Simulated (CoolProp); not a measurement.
Isopentane at several states: density (kg/m³) from the reference equation and from simpler models built on Tc = 187.2 °C, pc = 3.378 MPa, ω = 0.227; each cubic takes its own stable root.

The numbers come from the reference Helmholtz-energy equation of state, Lemmon 2006 in CoolProp. It is a short technical equation, of lower accuracy than the large ones.

| T (°C) | p (MPa) | phase | reference |
|---|---|---|---|
| 89.25 | 3.72 | liquid | 551.3 |
| 195.05 | 0.0266 | gas | 0.4943 |
| 164.75 | 8.03 | liquid | 466.7 |
| 224.55 | 14.5 | supercritical | 424.3 |
| 121.85 | 0.551 | gas | 13.46 |
| -65.65 | 0.0153 | liquid | 700.5 |

**Question.** How far does each simpler model (van der Waals, Redlich-Kwong, Peng-Robinson) lie from the reference over these 6 states: mean and median of the absolute difference, and the worst?

**Answer.** 
- van der Waals: mean 32.2 %, median 26.9 %, worst -99.9 % at -65.65 °C and 0.0153 MPa
- Redlich-Kwong: mean 6.3 %, median 7.6 %, worst -11.0 % at 89.25 °C and 3.72 MPa
- Peng-Robinson: mean 1.8 %, median 1.3 %, worst +4.2 % at 89.25 °C and 3.72 MPa

At some of these states van der Waals gives the other phase, because its saturation line lies elsewhere.
